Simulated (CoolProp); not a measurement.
Properties of ethanol along the isobar 6.41 MPa.

Model: reference Helmholtz-energy equation of state, Schroeder 2014, in CoolProp.

```csv
T (K),phase,Z,cp (kJ/(kg K)),isothermal compressibility (1/MPa),expansivity (1/kK),fugacity coefficient
201.1,liquid,0.2026,1.955,0.0005962,1.011,2.453e-7
219.1,liquid,0.1893,1.997,0.0006624,0.9983,2.330e-6
237,liquid,0.1782,2.062,0.0007386,0.9946,1.514e-5
255,liquid,0.1686,2.148,0.0008246,0.9985,7.442e-5
273,liquid,0.1603,2.251,0.0009204,1.011,0.0002899
291,liquid,0.1532,2.373,0.001028,1.036,0.0009347
309,liquid,0.1471,2.513,0.001152,1.076,0.002578
327,liquid,0.1417,2.669,0.001298,1.136,0.006242
345,liquid,0.1372,2.840,0.001479,1.222,0.01353
362.9,liquid,0.1335,3.023,0.001709,1.340,0.02657
380.9,liquid,0.1304,3.221,0.002017,1.502,0.04827
398.9,liquid,0.1282,3.434,0.002448,1.723,0.08161
416.9,liquid,0.1269,3.654,0.003078,2.017,0.1295
434.9,liquid,0.1265,3.866,0.004029,2.397,0.1942
452.9,liquid,0.1274,4.068,0.005539,2.891,0.2769
```
